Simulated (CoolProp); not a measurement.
Vapour-liquid equilibrium of n-hexane (1) + hexamethyldisiloxane (MM) (2) at 424.4 K; x and y are mole fractions of (1).

Computed with CoolProp (multi-fluid Helmholtz-energy mixture model, Thol 2019 and Thol 2016; pair parameters Bell 2016).

Problem. Give the bubble pressure and the first vapour's composition at x = 0.125, 0.875, 0.95. Is there an azeotrope?

Solution. x = 0.125: 0.4002 MPa, y = 0.196; x = 0.875: 0.7048 MPa, y = 0.934; x = 0.95: 0.7447 MPa, y = 0.976. No azeotrope shows between x = 0.05 and 0.95.

Pair parameters are fitted to limited data, so mixtures are less certain than the pure fluids.
